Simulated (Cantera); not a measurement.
Input (Python, Cantera) and output of one run.

```python
import numpy as np
import cantera as ct

gas_names = [...]  # 96 gases of nasa_gas.yaml made of C, Cl, H, Ti
cond_names = """
    C(gr) C6H6(L) C7H8(L) C8H18(L),n-octa Ti(a) Ti(b) Ti(L) TiC(s) TiC(L) TiCL2(s) TiCL3(s) TiCL4(L)
""".split()


# ... load() reads the species with a 1 bar reference pressure and builds the phases ...
atoms = {
    'TiCl4': {'Ti': 1, 'CL': 4},
    'CH4': {'C': 1, 'H': 4},
    'H2': {'H': 2},
}
top_T = {'C(gr)': 4500, 'TiCL2(s)': 1300, 'TiCL3(s)': 1000}  # K; cautious upper limits of use, not melting points


# ... equilibrate(T, P, feed) seeds the gas with the atoms and calls Mixture.equilibrate('TP', solver="vcs", rtol=1e-11, max_steps=5000) ...
results = []
feed = {'TiCl4': 1, 'CH4': 1.1, 'H2': 2.8}  # mol
P = 77000  # Pa
for T in [1400, 1450, 1500, 1550, 1600, 1650, 1700, 1750, 1800, 1850, 1900, 1950]:
    mix = equilibrate(T, P, feed)
    results.append((T, P, feed, dict(zip(mix.species_names, mix.species_moles))))
    x = sorted(zip(gas.X, gas.species_names), reverse=True)
    print(f"T = {T:g} K  P = {P:g} Pa  gas = {mix.phase_moles(0):.4g} mol")
    print("   x: " + "  ".join(f"{s} {v:.3e}" for v, s in x if v > 0.0001))
    print("   condensed (mol): " + ("  ".join(f"{mix.phase(i).name} {mix.phase_moles(i):.4g}"
          for i in range(1, mix.n_phases) if mix.phase_moles(i) > 1e-12) or "none"))
```

It prints:

```
T = 1400 K  P = 77000 Pa  gas = 6.53 mol
   x: H2 6.114e-01  HCL 3.035e-01  TiCL4 5.745e-02  TiCL3 2.641e-02  CH4 1.243e-03
   condensed (mol): C(gr) 0.6396  TiC(s) 0.4523
T = 1450 K  P = 77000 Pa  gas = 6.585 mol
   x: H2 5.925e-01  HCL 3.300e-01  TiCL4 4.774e-02  TiCL3 2.880e-02  CH4 8.926e-04
   condensed (mol): C(gr) 0.5983  TiC(s) 0.4958
T = 1500 K  P = 77000 Pa  gas = 6.635 mol
   x: H2 5.751e-01  HCL 3.544e-01  TiCL4 3.914e-02  TiCL3 3.061e-02  CH4 6.544e-04
   condensed (mol): C(gr) 0.5586  TiC(s) 0.537
T = 1550 K  P = 77000 Pa  gas = 6.679 mol
   x: H2 5.594e-01  HCL 3.765e-01  TiCL3 3.179e-02  TiCL4 3.170e-02  CH4 4.898e-04
   condensed (mol): C(gr) 0.5212  TiC(s) 0.5754
T = 1600 K  P = 77000 Pa  gas = 6.718 mol
   x: H2 5.453e-01  HCL 3.963e-01  TiCL3 3.237e-02  TiCL4 2.543e-02  CH4 3.738e-04  TiCL2 1.183e-04
   condensed (mol): C(gr) 0.4864  TiC(s) 0.6109
T = 1650 K  P = 77000 Pa  gas = 6.752 mol
   x: H2 5.330e-01  HCL 4.138e-01  TiCL3 3.241e-02  TiCL4 2.025e-02  CH4 2.906e-04  TiCL2 1.775e-04
   condensed (mol): C(gr) 0.4544  TiC(s) 0.6433
T = 1700 K  P = 77000 Pa  gas = 6.782 mol
   x: H2 5.221e-01  HCL 4.291e-01  TiCL3 3.198e-02  TiCL4 1.604e-02  TiCL2 2.576e-04  CH4 2.299e-04  H 1.213e-04
   condensed (mol): C(gr) 0.4253  TiC(s) 0.6726
T = 1750 K  P = 77000 Pa  gas = 6.807 mol
   x: H2 5.127e-01  HCL 4.425e-01  TiCL3 3.119e-02  TiCL4 1.267e-02  TiCL2 3.628e-04  H 1.898e-04  CH4 1.848e-04  CL 1.263e-04
   condensed (mol): C(gr) 0.3989  TiC(s) 0.699
T = 1800 K  P = 77000 Pa  gas = 6.83 mol
   x: H2 5.045e-01  HCL 4.542e-01  TiCL3 3.012e-02  TiCL4 9.991e-03  TiCL2 4.975e-04  H 2.898e-04  CL 1.997e-04  CH4 1.508e-04
   condensed (mol): C(gr) 0.3751  TiC(s) 0.7226
T = 1850 K  P = 77000 Pa  gas = 6.849 mol
   x: H2 4.973e-01  HCL 4.642e-01  TiCL3 2.888e-02  TiCL4 7.886e-03  TiCL2 6.661e-04  H 4.329e-04  CL 3.071e-04  C2H2,acetylene 1.301e-04  CH4 1.247e-04
   condensed (mol): C(gr) 0.3537  TiC(s) 0.7437
T = 1900 K  P = 77000 Pa  gas = 6.866 mol
   x: H2 4.911e-01  HCL 4.729e-01  TiCL3 2.751e-02  TiCL4 6.235e-03  TiCL2 8.732e-04  H 6.337e-04  CL 4.605e-04  C2H2,acetylene 1.875e-04  CH4 1.044e-04
   condensed (mol): C(gr) 0.3344  TiC(s) 0.7623
T = 1950 K  P = 77000 Pa  gas = 6.881 mol
   x: H2 4.856e-01  HCL 4.803e-01  TiCL3 2.609e-02  TiCL4 4.943e-03  TiCL2 1.123e-03  H 9.103e-04  CL 6.750e-04  C2H2,acetylene 2.654e-04
   condensed (mol): C(gr) 0.3169  TiC(s) 0.7787
```

Cantera equilibrium calculation (NASA polynomials, part measured and part estimated; ideal gas, pure solids and liquids). The tables' values for TiCl2 are old estimates; treat these amounts as uncertain. TiC: taken at fixed stoichiometry.
